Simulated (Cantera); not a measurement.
A closed system holds: 1 mol Si, a varied amount of O2, 34 mol N2, equilibrated at 2073.15 K and 101000 Pa.

Method: chemical equilibrium by Gibbs-energy minimisation in Cantera with the NASA 1993 tables (ideal gas, pure condensed phases). Candidate condensed phases: Si, SiO2, Si2N2O, Si3N4; 16 gas species. Mutual solubility and eutectic melting of coexisting phases are not modelled. The tables hold silica as quartz up to 1696 K and as liquid above; real silica turns to tridymite and cristobalite and melts near 1996 K. Rates play no part.

Which condensed phases are stable at each of these points (n(O2) (mol)): 0.0028, 0.0048, 0.0082, 0.014, 0.024, 0.042, 0.071, 0.12, 0.21, 0.36, 0.61?


```json
[
 {"n(O2) (mol)": "0.0028", "condensed phases": "Si3N4(s)", "Si condensed (%)": "99.2"},
 {"n(O2) (mol)": "0.0048", "condensed phases": "Si3N4(s)", "Si condensed (%)": "98.8"},
 {"n(O2) (mol)": "0.0082", "condensed phases": "Si3N4(s)", "Si condensed (%)": "98.1"},
 {"n(O2) (mol)": "0.014", "condensed phases": "Si3N4(s)", "Si condensed (%)": "96.9"},
 {"n(O2) (mol)": "0.024", "condensed phases": "Si3N4(s)", "Si condensed (%)": "94.9"},
 {"n(O2) (mol)": "0.042", "condensed phases": "Si3N4(s)", "Si condensed (%)": "91.3"},
 {"n(O2) (mol)": "0.071", "condensed phases": "Si3N4(s)", "Si condensed (%)": "85.5"},
 {"n(O2) (mol)": "0.12", "condensed phases": "Si3N4(s)", "Si condensed (%)": "75.7"},
 {"n(O2) (mol)": "0.21", "condensed phases": "Si2N2O(s) + Si3N4(s)", "Si condensed (%)": "65.9"},
 {"n(O2) (mol)": "0.36", "condensed phases": "Si2N2O(s)", "Si condensed (%)": "55.6"},
 {"n(O2) (mol)": "0.61", "condensed phases": "SiO2(l)", "Si condensed (%)": "22.0"}
]
```

From 0.0028 mol O2 to 0.12 mol O2 the condensed part is Si3N4(s). At 0.21 mol O2 the condensed part is Si2N2O(s) + Si3N4(s). At 0.36 mol O2 the condensed part is Si2N2O(s). At 0.61 mol O2 the condensed part is SiO2(l).
